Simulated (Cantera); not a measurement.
Input: 1 mol SiC, 0.026 mol H₂O, 3.7 mol H₂, equilibrated at 14.0 Pa.

Cantera equilibrium calculation (NASA polynomials, part measured and part estimated; ideal gas, pure solids and liquids). Candidate condensed phases: C, C₆H₆, C₇H₈, C₈H₁₈, H₂O, Si, SiC, SiO₂; 123 gas species. Mutual solubility and eutectic melting of coexisting phases are not modelled. The tables hold silica as quartz up to 1696 K and as liquid above; real silica turns to tridymite and cristobalite and melts near 1996 K. Kinetics and transport are ignored.

x: gas mole fraction; n: condensed amount in mol.

```
T (°C)   x H₂       x H     x CO    x SiO      x Si  n SiC(s)  n SiO₂(β-quartz)
------  -----  --------  -------  -------  --------  --------  ----------------
952     0.995   2.63e-5  0.00302  0.00213   1.86e-9     0.989           0.00336
1002    0.993   6.21e-5  0.00346  0.00346   1.41e-8     0.987                 0
1052    0.993  0.000138  0.00346  0.00346   7.75e-8     0.987                 0
1102    0.993  0.000289  0.00346  0.00346   3.77e-7     0.987                 0
1152    0.992       [?]  0.00346  0.00346       [?]     0.987                 0
1202    0.992   0.00109  0.00347  0.00346   6.45e-6     0.987                 0
1252    0.991       [?]  0.00347  0.00345       [?]     0.987                 0
1302    0.990   0.00349  0.00350  0.00342   7.60e-5     0.987                 0
1352    0.987   0.00592  0.00357  0.00334  0.000228     0.987                 0
```

Complete the blanks.


- 1252, x H: 0.00199
- 1252, x Si: 2.31e-5
- 1152, x H: 0.000574
- 1152, x Si: 1.64e-6
